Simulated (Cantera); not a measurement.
A perfectly stirred reactor is fed with CH4 : N2 = 1 : 140 (molar parts), at 0.133 bar; it is held at 1398 K, and followed from long to short residence time.

Model: GRI-Mech 3.0 (53 species, 325 reactions), integrated in Cantera. GRI-Mech 3.0 stops at C3 and has no aromatics, soot or wall deposition, so with more carbon than oxygen in the feed, carbon stays in small species such as C2H2 where larger ones or solid carbon would form.

**Question.** What does this change do: temperature 1398 to 1425 K?

**Answer.** 
```
quantity                  before     after
----------------------  --------  --------
x(CH4) at τ = 0.880 s    0.00687   0.00663
x(HCN) at τ = 0.880 s   7.04e-11  5.15e-10
x(CH3) at τ = 0.880 s    1.63e-5   2.37e-5
x(H2) at τ = 0.880 s    0.000243  0.000563
x(C2H2) at τ = 0.880 s   4.17e-5  0.000124
x(CH4) at τ = 89.0 ms    0.00709   0.00708
x(HCN) at τ = 89.0 ms     <1e-12    <1e-12
x(CH3) at τ = 89.0 ms    4.45e-6   8.13e-6
x(H2) at τ = 89.0 ms     4.04e-6   9.77e-6
x(C2H2) at τ = 89.0 ms   3.49e-8   2.04e-7
```
